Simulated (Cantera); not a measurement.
Input: 1 mol SiO2, 3.1 mol HF, 6.1 mol N2, at 1823 K and 0.00150 bar.

Cantera equilibrium calculation (NASA polynomials, part measured and part estimated; ideal gas, pure solids and liquids). Candidate condensed phases: H2O, Si, SiO2, Si2N2O, Si3N4; 58 gas species. The tables' values for SiF3 are old estimates; treat these amounts as uncertain. The tables hold silica as quartz up to 1696 K and as liquid above; real silica turns to tridymite and cristobalite and melts near 1996 K. Equilibrium is a limit: real reactors are often held back by kinetics, nucleation or transport.

Base state: N2 0.665, HF 0.322, H2O 0.00698, SiF4 0.00387, H2 0.000648, O2 0.000343, H 0.000285, OH 0.000214 (mole fractions); condensed: SiO2(condensed).

Problem. What changes in the equilibrium state with this change: HF from 3.1 to 1.4 mol?

Solution. 
```csv
species,before,after
N2,0.665,0.814
HF,0.322,0.179
H2O,0.00698,0.00317
SiF4,0.00387,0.00180
H2,0.000648,0.000358
OH,0.000214,0.000130
SiF3,8.66e-5,5.40e-5
O2,0.000343,0.000231
H,0.000285,0.000212
"SiO2(condensed), mol",0.962,0.984
```
